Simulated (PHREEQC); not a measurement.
Solution (25 °C): 1.9 mmol/kgw Cu(BF4)2, 0.05 mmol/kgw H2SO4 and 0.59 mmol/kgw FeCl3. Closed to the air; pH follows from the charge balance.

The numbers come from PHREEQC with the ion-association model, wateq4f.dat.

```json
[
 {"quantity": "pH", "before": "2.81", "after": "2.84"},
 {"quantity": "ionic strength (mol/kgw)", "before": "0.00757", "after": "0.00466"},
 {"quantity": "BF4- (mol/kgw)", "before": "0.00209", "after": "0.000609"},
 {"quantity": "F- (mol/kgw)", "before": "0.00131", "after": "0.00104"},
 {"quantity": "H3BO3 (mol/kgw)", "before": "0.00130", "after": "0.00111"},
 {"quantity": "SI of CuF2:2H2O (CuF2:2H2O)", "before": "-4.18", "after": "-4.64"},
 {"quantity": "SI of Chalcanthite (CuSO4:5H2O)", "before": "-4.82", "after": "-5.03"}
]
```

**Question.** Which change was made?
(A) Cu(BF4)2 from 0.0019 to 0.00095 mol/kgw
(B) FeCl3 left out
(C) 0.0018 mol/kgw KCl added
(D) Cu(BF4)2 from 0.0019 to 0.00285 mol/kgw
(E) diluted 10-fold with water

**Answer.** A, Cu(BF4)2 from 0.0019 to 0.00095 mol/kgw

Precipitation was switched off in this run. Some of these states are supersaturated (in Hematite (slow to form), Goethite (slow to form), for instance). Real BF4- forms and hydrolyses slowly; the run takes it at equilibrium. Fluoro complexes past AlF4- and FeF3 are missing from the database.
